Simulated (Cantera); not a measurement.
A closed system holds: 1 mol CH₃F, 0.3 mol F₂, equilibrated at 2898.15 K and 0.00133 bar.

Equilibrium computed with Cantera from the NASA thermochemical tables; the gas is ideal and each condensed phase is pure. Candidate condensed phases: C, C₆H₆, C₇H₈, C₈H₁₈; 95 gas species. The numbers say what is thermodynamically allowed, not how fast it happens.

Base state: H 0.418, HF 0.409, C₃ 0.0759, F 0.0490, H₂ 0.0178, C 0.0139, C₂ 0.00756, CF 0.00455 (mole fractions); condensed: C(graphite).

Q: What changes in the equilibrium state with this change: temperature from 2898.15 K to 698 K?

A: 
```
species            before    after
----------------  -------  -------
HF                  0.409    0.696
H₂                 0.0178    0.303
CH₄                 <1e-9  0.00108
H                   0.418    <1e-9
C₃                 0.0759    <1e-9
F                  0.0490    <1e-9
C                  0.0139    <1e-9
C₂                0.00756    <1e-9
CF                0.00455    <1e-9
C(graphite), mol   0.0490    0.998
```
